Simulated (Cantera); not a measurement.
**B + H2O + H2 (boron, boron nitride and boron oxide)**

Input: 1 mol B, 0.12 mol H2O, 5.6 mol H2, held at 2025 K.

Cantera equilibrium calculation (NASA polynomials, part measured and part estimated; ideal gas, pure solids and liquids). Candidate condensed phases: B, B2O3, B3O3H3, H2O; 23 gas species. The tables' values for BH2 are old estimates; treat these amounts as uncertain. Gases not in the tables: B2H6 and higher boranes. The numbers say what is thermodynamically allowed, not how fast it happens.

| P (Pa) | x H2 | x H | x HBO | x BO | n B(s) |
|---|---|---|---|---|---|
| 10 | 0.806 | 0.173 | 0.00456 | 0.0139 | 0.863 |
| 28 | 0.872 | 0.107 | 0.00693 | 0.0121 | 0.871 |
| 77 | 0.913 | 0.0663 | 0.00951 | 0.00978 | 0.874 |
| 220 | 0.940 | 0.0398 | 0.0121 | 0.00725 | 0.876 |
| 600 | 0.955 | 0.0243 | 0.0142 | 0.00510 | 0.876 |
| 1700 | 0.965 | 0.0145 | 0.0158 | 0.00336 | 0.877 |
| 4600 | 0.971 | 0.00884 | 0.0169 | 0.00217 | 0.877 |
| 13000 | 0.974 | 0.00527 | 0.0176 | 0.00135 | 0.877 |
| 36000 | 0.977 | 0.00317 | 0.0180 | 0.000827 | 0.877 |
| 100000 | 0.978 | 0.00190 | 0.0182 | 0.000501 | 0.878 |
x: gas mole fraction; n: condensed amount in mol.

From 10.0 Pa to 1.00 bar the condensed part is B(s). The main B-bearing gas is BO at 10.0 Pa and HBO at 1.00 bar. The share of B in condensed phases is highest at 1.00 bar (87.8 %) and lowest at 10.0 Pa (86.3 %).
